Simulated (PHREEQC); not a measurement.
Dissolve 0.0031 mol HCl, 0.016 mol Li2SO4 and 0.023 mol Fe2(SO4)3 per kg of water at 60 °C and 100 atm. Closed to the air; pH follows from the charge balance.

Model: ion-association model, phreeqc.dat, run in PHREEQC.

Question: The ionic strength comes out as 0.129 mol/kgw. What activity coefficients do H+, LiSO4-, FeOH+2, FeSO4+, Cl- get?

Answer: H+ 0.81, LiSO4- 0.76, FeOH+2 0.33, FeSO4+ 0.76, Cl- 0.73.

This is a speciation only: nothing precipitates in the calculation. The solution is supersaturated, for example in Hematite (slow to form), Goethite (slow to form), so a real one may precipitate; this is no full list. Species that the database lacks are ignored. Under pressure, the constants of complexes without a molar volume in the database are unreliable. Away from 25 °C the constants follow the database's enthalpies or fits; those with neither stay at their 25 °C values.
